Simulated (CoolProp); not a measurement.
A single-stage vapour-compression cycle with cis-2-butene: evaporating at 275.15 K (dew point), condensing at 344.15 K (bubble point), superheat 8 K, subcooling 8 K, compressor efficiency 0.9, no pressure losses. Each further row changes one setting.

Model: reference Helmholtz-energy equation of state, Lemmon 2005, in CoolProp. It is a short technical equation, of lower accuracy than the large ones.

```
case                              cooling COP  pressure ratio  discharge temperature (K)  refrigerating effect (kJ/kg)  volumetric capacity (kJ/m³)
--------------------------------  -----------  --------------  -------------------------  ----------------------------  ---------------------------
as stated                                2.86            7.98                      360.7                           288                          673
evaporating temperature 280.15 K         3.21            6.60                      359.2                           294                          821
condensing temperature 339.15 K          3.17            7.08                        ___                           300                          702
subcooling 13 K                           ___            7.98                      360.7                           300                          702
superheat 18 K                            ___            7.98                      370.6                           302                          ___
compressor efficiency 0.8                2.54            7.98                      367.4                           288                          673
```

### Question
Fill in the missing entries.

### Answer

- condensing temperature 339.15 K, discharge temperature (K): 355.9
- subcooling 13 K, cooling COP: 2.98
- superheat 18 K, cooling COP: 2.89
- superheat 18 K, volumetric capacity (kJ/m³): 680
